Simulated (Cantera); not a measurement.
Input: 1 mol SiHCl₃, 5 mol NH₃, 42 mol H₂, at 1625 °C.

Cantera equilibrium calculation (NASA polynomials, part measured and part estimated; ideal gas, pure solids and liquids). Candidate condensed phases: NH₄Cl, Si, Si₃N₄; 28 gas species. Mutual solubility and eutectic melting of coexisting phases are not modelled. Gases not in the tables: Si₂H₆ and higher silanes. Rates play no part.

### Question
Which condensed phases are stable at each of these points (P (Pa)): 5, 15, 45, 140, 410, 1200, 3700, 11000, 33000, 100000?

### Answer
| P (Pa) | condensed phases | Si condensed (%) |
|---|---|---|
| 5 | gas only | 0.0 |
| 15 | gas only | 0.0 |
| 45 | gas only | 0.0 |
| 140 | Si(l) | 14.2 |
| 410 | Si(l) | 48.9 |
| 1200 | Si(l) | 61.0 |
| 3700 | Si(l) | 65.6 |
| 11000 | Si(l) | 67.1 |
| 33000 | Si(l) | 67.7 |
| 100000 | Si(l) + Si₃N₄(s) | 67.8 |

From 5.00 Pa to 45.0 Pa nothing is condensed. From 1.40 mbar to 0.330 bar the condensed part is Si(l). At 1.00 bar the condensed part is Si(l) + Si₃N₄(s).
